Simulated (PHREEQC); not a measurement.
**Acid rinse or clean: speciation**

Dissolve 0.054 mol HCl, 0.014 mol FeCl3 and 0.24 mol MgCl2 per kg of water at 25 °C. Closed to the air; pH follows from the charge balance.

Computed with PHREEQC (ion-association model, phreeqc.dat).

This is a speciation only: nothing precipitates in the calculation.

What pH, density, activity of water does the model give?

pH 1.39; density 1.018 g/cm³; activity of water 0.985.

In which forms is Fe present?

FeCl+2 59 %, FeCl2+ 26 %, Fe+3 14 %, FeOH+2 0.9 % of the Fe.

Examples of supersaturated solids here: Hematite (slow to form), Goethite (slow to form). Others may be too. The ionic strength is past about 0.7 mol/kgw, beyond the range of this activity model, so the values are rough. Complexes and solids missing from the database can't appear.
